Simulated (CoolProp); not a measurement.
Saturation properties of R1234ze(E).

Values from CoolProp's reference Helmholtz-energy equation of state, Thol 2016.

| T (K) | p (MPa) | liquid density (kg/m³) | vapour Z | liquid viscosity (µPa s) | vapour viscosity (µPa s) | liquid conductivity (mW/(m K)) |
|---|---|---|---|---|---|---|
| 184.9 | 0.001202 | 1471 | 0.9986 | 1160 | 7.56 | 118 |
| 197.9 | 0.003690 | 1439 | 0.9966 | 845 | 8.10 | 113 |
| 210.8 | 0.009534 | 1407 | 0.9929 | 650 | 8.64 | 108 |
| 223.8 | 0.02174 | 1374 | 0.9866 | 517 | 9.19 | (withheld) |
| 236.7 | 0.04427 | 1340 | (withheld) | 422 | (withheld) | 97.0 |
| 249.7 | 0.08304 | 1306 | 0.9638 | 350 | 10.3 | 91.9 |
| 262.6 | 0.1442 | 1270 | 0.9462 | 294 | 10.9 | 87.0 |
| 275.6 | 0.2368 | 1233 | 0.9236 | 248 | 11.4 | 82.2 |
| 288.5 | 0.3683 | 1194 | 0.8958 | 211 | 12.0 | 77.6 |
| 301.5 | 0.5510 | 1152 | 0.8620 | 180 | 12.6 | 73.1 |
| 314.4 | 0.7928 | 1107 | 0.8219 | 154 | 13.2 | 68.8 |
| 327.4 | 1.110 | 1057 | 0.7740 | 131 | 14.0 | 64.6 |
| 340.3 | 1.510 | 1000 | 0.7173 | 111 | 14.9 | 60.7 |
| 353.3 | 2.014 | 931.8 | 0.6477 | 92.7 | 16.1 | 56.8 |

Problem. Fill in the missing entries.

Solution. 
- 223.8, liquid conductivity (mW/(m K)): 102
- 236.7, vapour Z: 0.9771
- 236.7, vapour viscosity (µPa s): 9.74

It boils at 254.2 K under 1 atm.

Viscosity comes from a separate model (Bell 2016), an estimate that may be off by 10 % or more. Thermal conductivity comes from a separate model (Perkins 2011).
